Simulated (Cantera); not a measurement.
Charge: 1 mol Si, 1.1 mol H2O, 16 mol H2, 0.041 mol CO2, held at 1850 K and 11.0 Pa.

Equilibrium computed with Cantera from the NASA thermochemical tables; the gas is ideal and each condensed phase is pure. Kinetics and transport are ignored.

| species | before | after |
|---|---|---|
| H2 | 0.888 | 0.778 |
| H | 0.0484 | 0.162 |
| SiO | 0.0538 | 0.0507 |
| O | 1.26e-6 | 2.29e-5 |
| OH | 3.04e-5 | 0.000151 |
| H2O | 0.00755 | 0.00696 |
| CO | 0.00220 | 0.00207 |
Gas species are given as mole fractions.

Q: What was changed between the two runs?
(A) 0.066 mol CH4 added
(B) pressure from 11.0 Pa to 19.0 Pa
(C) temperature from 1850 K to 2025 K
(D) 0.09 mol CH4 added

A: C, temperature from 1850 K to 2025 K
